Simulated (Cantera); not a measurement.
# Reactions in the system F-Mg-O-S

Standard-state values (1 bar) from the NASA 1993 polynomials, evaluated with Cantera. Values are per mole of reaction as written; species without (g) are pure solids or liquids, kept so even where they would boil at 1 bar.

MgO = O(g) + Mg(g)

| T (K) | ΔH° (kJ) | ΔS° (J/K) | ΔG° (kJ) | log10 K |
|---|---|---|---|---|
| 1623 | 987.1 | 273.0 | 544.0 | -17.51 |
| 1723 | 985.8 | 272.2 | 516.7 | -15.66 |
| 1823 | 984.5 | 271.5 | 489.5 | -14.03 |
| 1923 | 983.1 | 270.8 | 462.4 | -12.56 |
| 2023 | 981.7 | 270.1 | 435.4 | -11.24 |

MgS + 3 O(g) = SO3(g) + Mg(g)

```tsv
T (K)	ΔH° (kJ)	ΔS° (J/K)	ΔG° (kJ)	log10 K
1623	-678.7	-169.7	-403.3	12.98
1723	-680.3	-170.7	-386.3	11.71
1823	-682.0	-171.6	-369.2	10.58
1923	-683.6	-172.4	-352.0	9.56
2023	-685.2	-173.3	-334.7	8.64
```

Mg(g) + 2 F(g) = MgF2

```csv
T (K),ΔH° (kJ),ΔS° (J/K),ΔG° (kJ),log10 K
1623,-1351.2,-350.9,-781.7,25.16
1723,-1348.0,-348.9,-746.7,22.64
1823,-1344.7,-347.1,-711.9,20.40
1923,-1341.5,-345.4,-677.3,18.40
2023,-1338.3,-343.8,-642.8,16.60
```
